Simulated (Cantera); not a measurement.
A freely propagating, adiabatic, planar premixed flame of H2 : O2 : N2 = 1 : 0.625 : 2.35 (molar parts), unburnt at 373 K and 100000 Pa; mixture-averaged transport, grid criteria slope 0.08 and curve 0.16, no radiation.

Detailed kinetics in Cantera: the H2/O2 subset of GRI-Mech 3.0, which has no nitrogen chemistry. Burning velocities carry a grid error of a few per cent, more on coarse grids.

```csv
quantity,before,after
laminar burning velocity,245 cm/s,619 cm/s
thermal thickness,0.367 mm,0.456 mm
peak x(H2O2),7.78e-5,1.67e-5
peak x(HO2),0.000442,0.000299
peak x(H),0.0280,0.0415
```

### Question
What was changed between the two runs?
(A) inlet temperature 373 to 600 K
(B) O2 0.625 to 0.8 parts
(C) inlet temperature 373 to 423 K
(D) inlet temperature 373 to 525 K

### Answer
A, inlet temperature 373 to 600 K
